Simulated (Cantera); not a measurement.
A closed system holds: 1 mol Cr, 1.2 mol N2O, 57 mol N2, equilibrated at 1327 °C.

These are equilibrium values from Cantera (NASA tables, ideal gas, pure condensed phases), not measurements of a reactor. Candidate condensed phases: Cr, CrN, Cr2N, Cr2O3; 14 gas species. Mutual solubility and eutectic melting of coexisting phases are not modelled. The numbers say what is thermodynamically allowed, not how fast it happens.

Q: What share of the Cr ends up in condensed phases as a function of P (Pa), at 0.100, 0.750, 5.60, 42, 320, 2400, 18000, 130000, 1000000?

A: 
```
P (Pa)   Cr condensed (%)                  as
-------  ----------------  ------------------
0.100                78.3            Cr2O3(s)
0.750                79.6            Cr2O3(s)
5.60                 79.9            Cr2O3(s)
42                   80.0            Cr2O3(s)
320                  93.0    Cr(s) + Cr2O3(s)
2400                 99.1    Cr(s) + Cr2O3(s)
18000                99.9  Cr2N(s) + Cr2O3(s)
130000              100.0  Cr2N(s) + Cr2O3(s)
1000000             100.0  Cr2N(s) + Cr2O3(s)
```
